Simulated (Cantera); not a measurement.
Charge: 1 mol AlN, 0.022 mol HCl, held at 1100 °C and 13.3 mbar.

These are equilibrium values from Cantera (NASA tables, ideal gas, pure condensed phases), not measurements of a reactor. Candidate condensed phases: Al, AlCl3, AlN, NH4Cl; 20 gas species. The tables' values for AlCl2 are old estimates; treat these amounts as uncertain. The numbers say what is thermodynamically allowed, not how fast it happens.

Base state: H2 0.436, AlCl3 0.286, N2 0.147, HCl 0.123, AlCl2 0.00633, AlCl 0.00184, H 1.91e-5 (mole fractions); condensed: AlN(s).

Problem. What changes in the equilibrium state with this change: temperature from 1100 °C to 427 °C?

Solution. 
```
species       before    after
-----------  -------  -------
H2             0.436    0.431
AlCl3          0.286    0.227
HCl            0.123    0.168
Al2Cl6       2.76e-6   0.0298
N2             0.147    0.144
AlCl2        0.00633    <1e-9
AlCl         0.00184    <1e-9
H            1.91e-5    <1e-9
NH3          1.38e-7  1.34e-5
AlN(s), mol    0.994    0.994
```

Problem. What changes in the equilibrium state with this change: temperature from 1100 °C to 1152 °C?

Solution. 
| species | before | after |
|---|---|---|
| H2 | 0.436 | 0.434 |
| AlCl3 | 0.286 | 0.279 |
| N2 | 0.147 | 0.148 |
| AlCl2 | 0.00633 | 0.0121 |
| AlCl | 0.00184 | 0.00546 |
| HCl | 0.123 | 0.121 |
| H | 1.91e-5 | 3.89e-5 |
| AlN(s), mol | 0.994 | 0.993 |

Problem. What changes in the equilibrium state with this change: temperature from 1100 °C to 527 °C?

Solution. 
```tsv
species	before	after
H2	0.436	0.422
AlCl3	0.286	0.274
HCl	0.123	0.160
N2	0.147	0.141
AlCl	0.00184	<1e-9
AlCl2	0.00633	1.11e-8
H	1.91e-5	<1e-9
AlN(s), mol	0.994	0.994
```
